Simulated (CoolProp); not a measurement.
Hydrogen chloride along the isobar 9.95 MPa: Z from the reference equation and from simpler models built on Tc = 324.7 K, pc = 8.314 MPa, ω = 0.130; each cubic takes its own stable root.

Computed with CoolProp (reference Helmholtz-energy equation of state, Thol 2018).

| T (K) | phase | reference |
|---|---|---|
| 169.5 | liquid | 0.2075 |
| 173.7 | liquid | 0.2041 |
| 177.9 | liquid | 0.2008 |
| 182.1 | liquid | 0.1977 |
| 186.3 | liquid | 0.1949 |
| 190.5 | liquid | 0.1921 |
| 194.7 | liquid | 0.1896 |
| 198.9 | liquid | 0.1872 |
| 203.1 | liquid | 0.1849 |
| 207.4 | liquid | 0.1827 |
| 211.6 | liquid | 0.1808 |
| 215.8 | liquid | 0.1789 |
| 220 | liquid | 0.1772 |
| 224.2 | liquid | 0.1756 |
| 228.4 | liquid | 0.1741 |

Task: How far does each simpler model (van der Waals, Soave-Redlich-Kwong, Peng-Robinson) lie from the reference over these 15 states: mean and median of the absolute difference, and the worst?

Result: 
- van der Waals: mean 66.4 %, median 66.4 %, worst +67.7 % at 169.5 K and 9.95 MPa
- Soave-Redlich-Kwong: mean 13.6 %, median 13.6 %, worst +14.1 % at 228.4 K and 9.95 MPa
- Peng-Robinson: mean 0.8 %, median 0.8 %, worst +1.0 % at 169.5 K and 9.95 MPa
